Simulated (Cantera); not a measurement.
Cantera run, input and output.

```python
import numpy as np
import cantera as ct

gas = ct.Solution("h2o2.yaml")
gas.TPX = 548, 24000, {'H2': 1, 'O2': 0.556, 'N2': 2.09, 'H2O': 0.66}
flame = ct.FreeFlame(gas, width=0.11)
flame.set_refine_criteria(ratio=3, slope=0.08, curve=0.16)
flame.transport_model = "mixture-averaged"
flame.solve(loglevel=0, auto=True)
z, T = flame.grid, flame.T
thick = (T[-1] - T[0]) / np.gradient(T, z).max()
show = ['H2', 'O2', 'H2O', 'HO2', 'H', 'O']
print(f"laminar burning velocity  {flame.velocity[0] * 100:.3f} cm/s")
print(f"burnt temperature         {T[-1]:.1f} K")
print(f"thermal thickness         {thick * 1e3:.4f} mm")
print(f"grid points               {len(z)}")
z0 = z[flame.heat_release_rate.argmax()]
print(f"{'z/mm':>9s}{'T/K':>9s}{'u/(m/s)':>9s}" + "".join(f"{s:>11s}" for s in show))
rows = []
for k in (-3, -2, -1.5, -1, -0.5, -0.25, 0, 0.25, 0.5, 1, 2, 4, 8):
    zz = z0 + k * thick
    rows.append([k * thick, np.interp(zz, z, T), np.interp(zz, z, flame.velocity),
                 *(np.interp(zz, z, flame.X[gas.species_index(s)]) for s in show)])
    print(f"{rows[-1][0] * 1e3:9.3f}{rows[-1][1]:9.1f}{rows[-1][2]:9.3f}" + "".join(f"{x:11.3e}" for x in rows[-1][3:]))
```

It prints:

```
laminar burning velocity  409.101 cm/s
burnt temperature         2132.4 K
thermal thickness         2.6282 mm
grid points               135
     z/mm      T/K  u/(m/s)         H2         O2        H2O        HO2          H          O
   -7.885    548.0    4.091  2.322e-01  1.291e-01  1.533e-01  2.623e-14  6.243e-18  4.842e-17
   -5.256    548.0    4.091  2.322e-01  1.291e-01  1.533e-01  5.828e-12  5.394e-15  2.432e-14
   -3.942    548.0    4.091  2.322e-01  1.291e-01  1.533e-01  4.814e-10  1.712e-12  2.582e-12
   -2.628    548.0    4.091  2.322e-01  1.291e-01  1.533e-01  8.178e-08  1.798e-09  5.070e-10
   -1.314    554.0    4.121  2.291e-01  1.294e-01  1.542e-01  1.015e-04  3.556e-05  2.384e-06
   -0.657    697.7    5.095  2.045e-01  1.261e-01  1.699e-01  1.296e-04  2.618e-03  1.220e-04
    0.000   1071.4    7.595  1.251e-01  9.776e-02  2.393e-01  4.695e-05  2.333e-02  3.035e-03
    0.657   1343.9    9.411  5.335e-02  5.221e-02  3.227e-01  1.882e-05  4.070e-02  7.810e-03
    1.314   1473.2   10.250  3.872e-02  3.939e-02  3.461e-01  1.218e-05  3.751e-02  8.438e-03
    2.628   1606.3   11.082  3.554e-02  3.454e-02  3.582e-01  8.855e-06  2.792e-02  7.426e-03
    5.256   1738.8   11.883  3.174e-02  3.049e-02  3.709e-01  6.333e-06  1.858e-02  5.784e-03
   10.513   1860.2   12.596  2.611e-02  2.651e-02  3.847e-01  4.312e-06  1.116e-02  4.058e-03
   21.026   1963.5   13.186  1.954e-02  2.291e-02  3.982e-01  2.786e-06  5.975e-03  2.568e-03
```

Computed with Cantera and the H2/O2 subset of GRI-Mech 3.0, which has no nitrogen chemistry. Burning velocities carry a grid error of a few per cent, more on coarse grids.
